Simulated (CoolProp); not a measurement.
Ethanol along the isotherm 287.85 °C: density (kg/m³) from the reference equation and from simpler models built on Tc = 241.6 °C, pc = 62.68 bar, ω = 0.644; each cubic takes its own stable root.

Model: reference Helmholtz-energy equation of state, Schroeder 2014, in CoolProp.

| p (bar) | phase | reference | ideal gas | van der Waals | Redlich-Kwong | Soave-Redlich-Kwong |
|---|---|---|---|---|---|---|
| 19.6 | gas | 20.69 | 19.36 | 21.04 | 21.20 | 20.96 |
| 39.2 | gas | 44.89 | 38.72 | 46.86 | 47.46 | 46.05 |
| 58.8 | gas | 74.96 | 58.07 | 81.91 | 82.64 | 77.35 |
| 78.3 | supercritical | 116.7 | 77.33 | 143.5 | 136.8 | 118.1 |
| 97.9 | supercritical | 186.4 | 96.69 | 228.4 | 220.8 | 171.2 |
| 118 | supercritical | 287.9 | 116.5 | 263.5 | 281.0 | 227.0 |
| 137 | supercritical | 356.0 | 135.3 | 282.9 | 314.6 | 267.4 |
| 157 | supercritical | 399.3 | 155.1 | 297.5 | 339.6 | 298.7 |
| 176 | supercritical | 427.7 | 173.8 | 308.4 | 358.1 | 321.6 |
| 196 | supercritical | 450.1 | 193.6 | 317.9 | 374.1 | 341.1 |
| 215 | supercritical | 467.0 | 212.3 | 325.6 | 387.1 | 356.7 |
| 235 | supercritical | 481.6 | 232.1 | 332.7 | 399.0 | 370.9 |
| 255 | supercritical | 494.0 | 251.9 | 338.9 | 409.6 | 383.3 |
| 274 | supercritical | 504.3 | 270.6 | 344.3 | 418.6 | 393.9 |
| 294 | supercritical | 514.0 | 290.4 | 349.4 | 427.3 | 403.9 |
| 313 | supercritical | 522.2 | 309.1 | 353.9 | 434.9 | 412.7 |
